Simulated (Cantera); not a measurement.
## Diamond growth

A diamond (100) surface in a fixed gas of H2 with x(CH4) = 0.0037, x(H) = 0.0025, at 1050 K, 0.130 bar; coverages are run to steady state.

Detailed kinetics in Cantera: the Harris–Goodwin 1993 mechanism for the reconstructed diamond (100) surface.

```tsv
x(CH3)	growth (µm/h)	θ c6HH	θ c6H*	θ c6*H	θ c6**	θ c6HM
1e-06	0.0769	0.555	0.0229	0.409	0.0131	0.000160
2.3e-06	0.177	0.555	0.0229	0.409	0.0131	0.000369
5.1e-06	0.392	0.554	0.0229	0.408	0.0131	0.000817
1.2e-05	0.921	0.553	0.0228	0.408	0.0131	0.00192
2.6e-05	1.99	0.552	0.0228	0.406	0.0130	0.00414
5.9e-05	4.47	0.548	0.0226	0.403	0.0129	0.00932
0.00013	9.66	0.539	0.0222	0.397	0.0126	0.0201
0.0003	21.3	0.520	0.0214	0.382	0.0119	0.0445
0.00068	44.2	0.483	0.0198	0.353	0.0106	0.0922
```
θ: site fractions in the mechanism's names (c6HH fully hydrogenated, c6H* and c6*H radical sites, c6** diradical, c6HM methylated).
